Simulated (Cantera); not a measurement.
A closed system holds: 1 mol C₂H₂, 0.21 mol H₂O, 0.17 mol N₂, equilibrated at 0.533 Torr.

These are equilibrium values from Cantera (NASA tables, ideal gas, pure condensed phases), not measurements of a reactor. Candidate condensed phases: C, C₆H₆, C₇H₈, C₈H₁₈, H₂O; 169 gas species. Ions and electrons are included (thermal ionisation). Kinetics and transport are ignored.

x: gas mole fraction; nothing condenses.

```csv
T (K),x H,x C,x C₃,x N,x CO,x N₂,x C₂,x CN,x H₂,x O
3000,0.664,0.0477,0.131,0.000103,0.0605,0.0390,0.0200,0.0162,0.0126,4.03e-9
3500,0.560,0.302,0.0155,0.00143,0.0487,0.0297,0.0240,0.0178,0.000638,2.76e-7
4000,0.527,0.378,?,?,0.0458,0.0282,?,?,?,?
4500,0.516,0.380,?,?,0.0439,?,?,?,?,?
5000,0.503,0.382,3.06e-8,0.0649,0.0315,0.00272,6.92e-5,0.000386,4.34e-6,0.0122
```

Problem. What belongs in the gaps?

Solution. 
- 4500, x C₃: 1.09e-6
- 4500, x N: 0.0411
- 4500, x N₂: 0.0148
- 4500, x C₂: 0.000353
- 4500, x CN: 0.00187
- 4500, x H₂: 1.58e-5
- 4500, x O: 0.000889
- 4000, x C₃: 9.51e-5
- 4000, x N: 0.0112
- 4000, x C₂: 0.00271
- 4000, x CN: 0.00651
- 4000, x H₂: 7.77e-5
- 4000, x O: 2.33e-5
